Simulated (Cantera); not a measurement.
A closed system holds: 1 mol Si, 3.4 mol HF, equilibrated at 652 °C and 750 Pa.

These are equilibrium values from Cantera (NASA tables, ideal gas, pure condensed phases), not measurements of a reactor. Candidate condensed phases: Si; 25 gas species. The tables' values for SiF₃ are old estimates; treat these amounts as uncertain. Equilibrium is a limit: real reactors are often held back by kinetics, nucleation or transport.

Base state: H₂ 0.663, SiF₄ 0.327, SiHF₃ 0.00979, SiF₃ 0.000276, SiH₂F₂ 0.000161, HF 1.26e-5 (mole fractions); condensed: Si(s).

Q: What changes in the equilibrium state with this change: pressure from 750 Pa to 19.0 Pa?

A: 
| species | before | after |
|---|---|---|
| H₂ | 0.663 | 0.665 |
| SiF₄ | 0.327 | 0.330 |
| SiHF₃ | 0.00979 | 0.00394 |
| SiH₂F₂ | 0.000161 | 2.59e-5 |
| SiF₃ | 0.000276 | 0.000697 |
| Si(s), mol | 0.143 | 0.147 |

Q: What changes in the equilibrium state with this change: HF from 3.4 to 18 mol?

A: 
```tsv
species	before	after
HF	1.26e-5	0.824
H₂	0.663	0.118
SiF₄	0.327	0.0588
SiHF₃	0.00979	4.79e-9
SiF₃	0.000276	<1e-9
SiH₂F₂	0.000161	<1e-9
Si(s), mol	0.143	0
```

Q: What changes in the equilibrium state with this change: pressure from 750 Pa to 96.0 Pa?

A: 
| species | before | after |
|---|---|---|
| H₂ | 0.663 | 0.665 |
| SiF₄ | 0.327 | 0.329 |
| SiHF₃ | 0.00979 | 0.00589 |
| SiH₂F₂ | 0.000161 | 5.81e-5 |
| SiF₃ | 0.000276 | 0.000464 |
| HF | 1.26e-5 | 2.12e-5 |
| Si(s), mol | 0.143 | 0.146 |
